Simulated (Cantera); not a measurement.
An isothermal, constant-pressure homogeneous reactor starts with NO : N₂ = 1 : 0.43 (molar parts), at 2098 K and 20.0 Torr. Integrator tolerance rtol = 1e-08.

Cantera simulation using GRI-Mech 3.0 (53 species, 325 reactions); the numbers are that mechanism's predictions, not measurements. Radical loss at walls, strong at low pressure, is not modelled.

Question: What does this change do: temperature 2098 to 2173 K?

Answer: 
```csv
quantity,before,after
x(NO) at 10.0 s,0.0243 (gas-phase equilibrium 0.0114),0.0141 (gas-phase equilibrium 0.0136)
x(NO₂) at 10.0 s,7.37e-6 (gas-phase equilibrium 3.50e-6),3.86e-6 (gas-phase equilibrium 3.72e-6)
x(O) at 10.0 s,0.00489 (gas-phase equilibrium 0.00493),0.00813 (gas-phase equilibrium 0.00813)
x(N₂) at 10.0 s,0.637 (gas-phase equilibrium 0.643),0.641 (gas-phase equilibrium 0.641)
x(O₂) at 10.0 s,0.334 (gas-phase equilibrium 0.341),0.337 (gas-phase equilibrium 0.337)
```

Question: What does this change do: temperature 2098 to 1500 K?

Answer: 
| quantity | before | after |
|---|---|---|
| x(NO) at 10.0 s | 0.0243 (gas-phase equilibrium 0.0114) | 0.697 (gas-phase equilibrium 0.00144) |
| x(NO₂) at 10.0 s | 7.37e-6 (gas-phase equilibrium 3.50e-6) | 6.97e-5 (gas-phase equilibrium 1.62e-6) |
| x(O) at 10.0 s | 0.00489 (gas-phase equilibrium 0.00493) | 2.35e-6 (gas-phase equilibrium 1.48e-5) |
| x(N₂) at 10.0 s | 0.637 (gas-phase equilibrium 0.643) | 0.302 (gas-phase equilibrium 0.650) |
| x(O₂) at 10.0 s | 0.334 (gas-phase equilibrium 0.341) | 0.00110 (gas-phase equilibrium 0.349) |

Question: What does this change do: temperature 2098 to 2048 K?

Answer: 
| quantity | before | after |
|---|---|---|
| x(NO) at 10.0 s | 0.0243 (gas-phase equilibrium 0.0114) | 0.0654 (gas-phase equilibrium 0.0101) |
| x(NO₂) at 10.0 s | 7.37e-6 (gas-phase equilibrium 3.50e-6) | 2.08e-5 (gas-phase equilibrium 3.35e-6) |
| x(O) at 10.0 s | 0.00489 (gas-phase equilibrium 0.00493) | 0.00333 (gas-phase equilibrium 0.00346) |
| x(N₂) at 10.0 s | 0.637 (gas-phase equilibrium 0.643) | 0.617 (gas-phase equilibrium 0.644) |
| x(O₂) at 10.0 s | 0.334 (gas-phase equilibrium 0.341) | 0.315 (gas-phase equilibrium 0.342) |
